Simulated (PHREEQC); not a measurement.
Acid mine or pickling water: speciation

Synthetic water in mg/L, 25 °C, pH 3.28, pe 11.6:

```
constituent  mg/L
-----------  ----
Na           1360
K             248
Ca            589
Mg           8.12
Cl           1390
S(6) as SO4  2790
Cu(2)         5.3
Pb            144
Mn(2)        36.2
```

Valence states are taken as typed.

The numbers come from PHREEQC with the ion-association model, phreeqc.dat.

Each row changes one thing in this solution. Precipitation was switched off in this run.

```json
[
 {"case": "as made", "ionic strength (mol/kgw)": "0.117", "HSO4- (mol/kgw)": "0.000486", "Mn+2 (mol/kgw)": "0.000428", "KSO4- (mol/kgw)": "0.000304", "MnSO4 (mol/kgw)": "0.000209", "MgSO4 (mol/kgw)": "0.000133", "SI of Gypsum (CaSO4:2H2O)": "+0.02", "SI of Anglesite (PbSO4)": "+1.55"},
 {"case": "Mn(2) from 36.2 to 109 mg/L", "ionic strength (mol/kgw)": "0.118", "HSO4- (mol/kgw)": "0.000478", "Mn+2 (mol/kgw)": "0.00130", "KSO4- (mol/kgw)": "0.000299", "MnSO4 (mol/kgw)": "0.000620", "MgSO4 (mol/kgw)": "0.000132", "SI of Gypsum (CaSO4:2H2O)": "+0.01", "SI of Anglesite (PbSO4)": "+1.55"},
 {"case": "temperature from 25 to 10 °C at the same typed pH", "ionic strength (mol/kgw)": "0.118", "HSO4- (mol/kgw)": "0.000371", "Mn+2 (mol/kgw)": "0.000459", "KSO4- (mol/kgw)": "0.000243", "MnSO4 (mol/kgw)": "0.000176", "MgSO4 (mol/kgw)": "0.000107", "SI of Gypsum (CaSO4:2H2O)": "+0.06", "SI of Anglesite (PbSO4)": "+1.67"}
]
```

Complexes and solids missing from the database can't appear. Some of these states are supersaturated (in Anglesite, Gypsum, for instance). Away from 25 °C the constants follow the database's enthalpies or fits; those with neither stay at their 25 °C values.
